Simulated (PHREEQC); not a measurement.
Dissolve 0.01 mol/kgw CaCl2, 0.00275 mol/kgw NaF and 3.7e-05 mol/kgw H4SiO4 at 25 °C. Closed to the air; pH follows from the charge balance.

Model: ion-association model, wateq4f.dat, run in PHREEQC.

**Question.** The ionic strength comes out as 0.0325 mol/kgw. What activity coefficients do F-, Na+, Cl-, CaF+, Ca+2 get?

**Answer.** F- 0.84, Na+ 0.85, Cl- 0.84, CaF+ 0.85, Ca+2 0.53.

Precipitation was switched off in this run. Saturation is exceeded, for instance for Fluorite; the values hold only as long as no solid forms. SiF6-2 is the database's only silicon fluoride.
